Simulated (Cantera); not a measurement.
## Thermodynamics of fluorocarbon and chlorocarbon gases, feed CHF₃ + HCl + H₂

A closed system holds: 1 mol CHF₃, 1.3 mol HCl, 0.41 mol H₂, held at 0.00290 bar.

Cantera equilibrium calculation (NASA polynomials, part measured and part estimated; ideal gas, pure solids and liquids). Candidate condensed phases: C, C₆H₆, C₇H₈, C₈H₁₈; 135 gas species. Ions and electrons are included (thermal ionisation). The tables' values for CCl are old estimates; treat these amounts as uncertain. The numbers say what is thermodynamically allowed, not how fast it happens.

```json
[
 {"T (°C)": "2227", "x HF": "0.666", "x H": "0.0162", "x F": "0.0187", "x Cl": "0.269", "x C": "5.74e-5", "x C₃": "0.000171", "x HCl": "0.0283", "x CF": "0.000611", "n C(graphite)": "0.994"},
 {"T (°C)": "2727", "x HF": "0.394", "x H": "0.156", "x F": "0.135", "x Cl": "0.228", "x C": "0.0132", "x C₃": "0.0459", "x HCl": "0.00606", "x CF": "0.0117", "n C(graphite)": "0"},
 {"T (°C)": "3227", "x HF": "0.0660", "x H": "0.337", "x F": "0.317", "x Cl": "0.169", "x C": "0.0872", "x C₃": "0.00622", "x HCl": "0.000713", "x CF": "0.00751", "n C(graphite)": "0"},
 {"T (°C)": "3727", "x HF": "0.00609", "x H": "0.367", "x F": "0.352", "x Cl": "0.156", "x C": "0.116", "x C₃": "4.65e-5", "x HCl": "0.000100", "x CF": "0.00101", "n C(graphite)": "0"},
 {"T (°C)": "4227", "x HF": "0.000833", "x H": "0.370", "x F": "0.356", "x Cl": "0.155", "x C": "0.118", "x C₃": "5.48e-7", "x HCl": "2.16e-5", "x CF": "0.000158", "n C(graphite)": "0"},
 {"T (°C)": "4727", "x HF": "0.000167", "x H": "0.370", "x F": "0.356", "x Cl": "0.154", "x C": "0.118", "x C₃": "1.51e-8", "x HCl": "6.28e-6", "x CF": "3.50e-5", "n C(graphite)": "0"}
]
```
x: gas mole fraction; n: condensed amount in mol.

At 2227 °C the condensed part is C(graphite). From 2727 °C to 4727 °C nothing is condensed. The main C-bearing gas is CF at 2227 °C and C at 4727 °C.
